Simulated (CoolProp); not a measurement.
Vapour-liquid equilibrium of o-xylene (1) + n-undecane (2) at 0.897 kPa; x and y are mole fractions of (1).

Values from CoolProp's multi-fluid Helmholtz-energy mixture model, Zhou 2012 and Aleksandrov 2011; pair parameters Bell 2016.

```
x      bubble temperature (K)  y at the bubble point  dew temperature at overall composition x (K)  liquid density (mol/L)
-----  ----------------------  ---------------------  --------------------------------------------  ----------------------
0.05                    334.7                  0.314                                         339.7                   4.641
0.125                   327.7                  0.581                                         338.4                   4.848
0.2                     322.2                  0.727                                         337.0                   5.059
0.275                   317.9                  0.813                                         335.5                   5.278
0.35                    314.3                  0.868                                         333.9                   5.507
0.425                   311.4                  0.904                                         332.1                   5.748
0.5                     308.9                  0.930                                         330.1                   6.003
0.575                   306.7                  0.948                                         327.9                   6.275
0.65                    304.9                  0.963                                         325.3                   6.565
0.725                   303.2                  0.974                                         322.3                   6.877
0.8                     301.7                  0.983                                         318.6                   7.213
0.875                   300.3                  0.990                                         313.8                   7.575
0.95                    299.0                  0.996                                         306.6                   7.969
```

No azeotrope shows between x = 0.05 and 0.95.

Pair parameters are fitted to limited data, so mixtures are less certain than the pure fluids. The gap from Raoult's law changes sign with composition, which may be real or a fault of the pair parameters; it wasn't checked against measurements.
